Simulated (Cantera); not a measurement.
A perfectly stirred reactor is fed with CH4 : H2 = 1 : 8.5 (molar parts), at 0.443 Torr; it is held at 1948 K, and followed from long to short residence time.

Model: GRI-Mech 3.0 (53 species, 325 reactions), integrated in Cantera. GRI-Mech 3.0 stops at C3 and has no aromatics, soot or wall deposition, so with more carbon than oxygen in the feed, carbon stays in small species such as C2H2 where larger ones or solid carbon would form. Radical loss at walls, strong at low pressure, is not modelled.

```csv
quantity,before,after
x(CH4) at τ = 7.50 s,0.0110,0.00561
x(H2) at τ = 7.50 s,0.940,0.971
x(C2H) at τ = 7.50 s,4.34e-6,1.72e-6
x(C2H2) at τ = 7.50 s,0.0418,0.0148
x(C2H6) at τ = 7.50 s,4.02e-7,1.17e-7
x(CH4) at τ = 97.0 ms,0.0930,0.0359
x(H2) at τ = 97.0 ms,0.898,0.962
x(C2H) at τ = 97.0 ms,1.02e-7,4.02e-9
x(C2H2) at τ = 97.0 ms,0.00307,0.000189
x(C2H6) at τ = 97.0 ms,5.98e-6,4.45e-7
```

Q: Name the change that produced these shifts.
A. pressure from 0.443 Torr to 20.0 Torr
B. CH4 1 to 0.33 parts
C. temperature 1948 to 1725 K
D. temperature 1948 to 1525 K

A: B, CH4 1 to 0.33 parts
